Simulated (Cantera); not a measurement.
An adiabatic, constant-pressure homogeneous reactor starts with H2 : O2 : N2 = 1 : 1.04 : 3.92 (molar parts), at 1400 K and 0.987 atm. Integrator tolerance rtol = 1e-08.

Computed with Cantera and the H2/O2 subset of GRI-Mech 3.0, which has no nitrogen chemistry.

**Question.** What does this change do: constant volume in place of constant pressure?

**Answer.** 
| quantity | before | after |
|---|---|---|
| time of steepest temperature rise | 20.1 µs | 19.9 µs |
| temperature at 0.100 s | 2467 K | 2640 K |
| equilibrium temperature | 2467 K | 2640 K |
| x(H2) at 0.100 s | 0.00284 (gas-phase equilibrium 0.00284) | 0.00467 (gas-phase equilibrium 0.00467) |
| x(O2) at 0.100 s | 0.0944 (gas-phase equilibrium 0.0944) | 0.0924 (gas-phase equilibrium 0.0924) |
| x(OH) at 0.100 s | 0.0140 (gas-phase equilibrium 0.0140) | 0.0200 (gas-phase equilibrium 0.0200) |
| x(O) at 0.100 s | 0.00381 (gas-phase equilibrium 0.00381) | 0.00644 (gas-phase equilibrium 0.00644) |
| x(H2O2) at 0.100 s | 3.46e-7 (gas-phase equilibrium 3.46e-7) | 6.22e-7 (gas-phase equilibrium 6.22e-7) |

**Question.** What does this change do: initial temperature 1400 to 950 K?

**Answer.** 
```tsv
quantity	before	after
time of steepest temperature rise	20.1 µs	8.05 ms
temperature at 0.100 s	2467 K	2140 K
equilibrium temperature	2467 K	2140 K
x(H2) at 0.100 s	0.00284 (gas-phase equilibrium 0.00284)	0.000452 (gas-phase equilibrium 0.000452)
x(O2) at 0.100 s	0.0944 (gas-phase equilibrium 0.0944)	0.0976 (gas-phase equilibrium 0.0976)
x(OH) at 0.100 s	0.0140 (gas-phase equilibrium 0.0140)	0.00432 (gas-phase equilibrium 0.00432)
x(O) at 0.100 s	0.00381 (gas-phase equilibrium 0.00381)	0.000576 (gas-phase equilibrium 0.000576)
x(H2O2) at 0.100 s	3.46e-7 (gas-phase equilibrium 3.46e-7)	1.62e-7 (gas-phase equilibrium 1.62e-7)
```

**Question.** What does this change do: initial temperature 1400 to 1175 K?

**Answer.** 
```csv
quantity,before,after
time of steepest temperature rise,20.1 µs,55.8 µs
temperature at 0.100 s,2467 K,2313 K
equilibrium temperature,2467 K,2313 K
x(H2) at 0.100 s,0.00284 (gas-phase equilibrium 0.00284),0.00128 (gas-phase equilibrium 0.00128)
x(O2) at 0.100 s,0.0944 (gas-phase equilibrium 0.0944),0.0963 (gas-phase equilibrium 0.0963)
x(OH) at 0.100 s,0.0140 (gas-phase equilibrium 0.0140),0.00843 (gas-phase equilibrium 0.00843)
x(O) at 0.100 s,0.00381 (gas-phase equilibrium 0.00381),0.00167 (gas-phase equilibrium 0.00167)
x(H2O2) at 0.100 s,3.46e-7 (gas-phase equilibrium 3.46e-7),2.51e-7 (gas-phase equilibrium 2.51e-7)
```
